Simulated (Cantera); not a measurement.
**Equilibrium for oxide etching and cleaning by halides: B₂O₃ + HF + H₂**

Input: 1 mol B₂O₃, 24 mol HF, 6.5 mol H₂, held at 0.360 Torr.

Cantera equilibrium calculation (NASA polynomials, part measured and part estimated; ideal gas, pure solids and liquids). Candidate condensed phases: B, B₂O₃, B₃O₃H₃, H₂O; 43 gas species. The tables' values for BF₂ are old estimates; treat these amounts as uncertain. The numbers say what is thermodynamically allowed, not how fast it happens.

From 1075 K to 1875 K nothing is condensed. The main B-bearing gas is BF₃ at 1075 K and BOF at 1875 K.

```csv
T (K),x HF,x H₂,x H₂O,x BF₃,x BOF,x H
1075,0.614,0.220,0.0988,0.0651,0.00236,3.14e-7
1175,0.631,0.217,0.0848,0.0520,0.0142,2.61e-6
1275,0.661,0.212,0.0612,0.0295,0.0348,1.55e-5
1375,0.683,0.209,0.0439,0.0128,0.0505,7.15e-5
1475,0.693,0.207,0.0356,0.00468,0.0581,0.000269
1575,0.697,0.206,0.0324,0.00163,0.0609,0.000861
1675,0.698,0.205,0.0313,0.000592,0.0618,0.00240
1775,0.697,0.203,0.0308,0.000235,0.0620,0.00595
1875,0.695,0.198,0.0304,0.000102,0.0618,0.0133
```
x: gas mole fraction; nothing condenses.
